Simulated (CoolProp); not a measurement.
A Linde-Hampson liquefier for CF4 (R14): isothermal reversible compression at 320 K from 1 atm to 10 MPa, throttling to 1 atm, return gas leaving the recuperator 5 K below the feed. Each further row changes one setting.

Values from CoolProp's reference Helmholtz-energy equation of state, Platzer 1990. This equation is an older, rougher fit; its heat capacities, sound speeds and derivatives of the liquid may be far off and weren't checked against measurements.

| case | liquid yield per pass | compression work (kJ/kg of gas) |
|---|---|---|
| as stated | 0.131 | 131 |
| high pressure 20 MPa | 0.214 | 148 |
| warm-end temperature 350 K | 0.093 | 146 |
| warm-end gap 10 K | 0.118 | 131 |
